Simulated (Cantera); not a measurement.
Input (Python, Cantera) and output of one run.

```python
import numpy as np
import cantera as ct

gas_names = """
    B BH BH2 BH3 BN BO BO2 B2 B2O B2O2 B2O3 B3O3H3 H HBO HBO2 HNO HNO2 HNO3 HO2 H2 H2O H2O2 H3B3O6 N NH
    NH2 NH3 NH2OH NO NO2 NO3 N2 N2H2 N2H4 N2O O OH O2 O3
""".split()
cond_names = """
    B(b) B(L) BN(s) B2O3(L) B3O3H3(cr) H2O(s) H2O(L)
""".split()


# ... load() reads the species with a 1 bar reference pressure and builds the phases ...
atoms = {
    'B2O3': {'B': 2, 'O': 3},
    'H2O': {'H': 2, 'O': 1},
    'H2': {'H': 2},
    'N2': {'N': 2},
}
top_T = {'BN(s)': 3200}  # K; cautious upper limits of use, not melting points


# ... equilibrate(T, P, feed) seeds the gas with the atoms and calls Mixture.equilibrate('TP', solver="vcs", rtol=1e-11, max_steps=5000) ...
results = []
feed = {'B2O3': 1, 'H2O': 2.2, 'H2': 6.9, 'N2': 32}  # mol
T = 1048  # K
P = 19000  # Pa
mix = equilibrate(T, P, feed)
results.append((T, P, feed, dict(zip(mix.species_names, mix.species_moles))))
print(gas.report(threshold=1e-05))
for i in range(1, mix.n_phases):
    print(f"{mix.phase(i).name:16s} {mix.phase_moles(i):12.5e} mol")
```

Output:

```
       temperature   1048 K
          pressure   19000 Pa
           density   0.050433 kg/m^3
  mean mol. weight   23.129 kg/kmol
   phase of matter   gas

                          1 kg             1 kmol
                     ---------------   ---------------
          enthalpy        4.3159e+05        9.9822e+06  J
   internal energy             54850        1.2686e+06  J
           entropy             10326        2.3884e+05  J/K
    Gibbs function        -1.039e+07       -2.4032e+08  J
 heat capacity c_p            1427.2             33010  J/K
 heat capacity c_v            1067.8             24696  J/K

                      mass frac. Y      mole frac. X     chem. pot. / RT
                     ---------------   ---------------   ---------------
              HBO2        6.8528e-05        3.6173e-05           -108.39
                H2          0.014633           0.16788           -21.069
               H2O          0.041542          0.053335           -57.357
            H3B3O6        0.00067333        0.00011848           -325.18
                N2           0.94308           0.77862           -26.895
     [  +34 minor]        3.6484e-06        4.9604e-06

B(b)              0.00000e+00 mol
BN(s)             0.00000e+00 mol
B2O3(L)           9.91953e-01 mol
B3O3H3(cr)        0.00000e+00 mol
```

Method: chemical equilibrium by Gibbs-energy minimisation in Cantera with the NASA 1993 tables (ideal gas, pure condensed phases). Gases not in the tables: H3BO3.
